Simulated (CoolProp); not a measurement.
Vapour-liquid equilibrium of R1234yf (1) + R1234ze(E) (2) at 0.0288 MPa; x and y are mole fractions of (1).

Computed with CoolProp (multi-fluid Helmholtz-energy mixture model, Lemmon 2022 and Thol 2016; pair parameters Bell 2022).

Task: Give the bubble temperature and the first vapour's composition at x = 0.25, 0.65, 0.85. Is there an azeotrope?

Result: x = 0.25: 225.4 K, y = 0.373; x = 0.65: 221.4 K, y = 0.763; x = 0.85: 219.7 K, y = 0.908. No azeotrope shows between x = 0.05 and 0.95.

The pair parameters rest on a limited set of measurements; away from them the model extrapolates.
